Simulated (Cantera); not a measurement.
Input: 1 mol borazine, 0.19 mol O2, equilibrated at 43.0 mbar.

Cantera equilibrium calculation (NASA polynomials, part measured and part estimated; ideal gas, pure solids and liquids). Candidate condensed phases: B, BN, B2O3, B3O3H3, H2O; 39 gas species. The feed counts by its element totals alone. The tables' values for BH2 are old estimates; treat these amounts as uncertain. Equilibrium is a limit: real reactors are often held back by kinetics, nucleation or transport.

At 1850 K, list the 6 most abundant gas species with their mole fractions, and the condensed phases.

H2 0.868, HBO 0.0525, N2 0.0498, B2O2 0.0110, B2O3 0.00848, HBO2 0.00548. Condensed: BN(s).
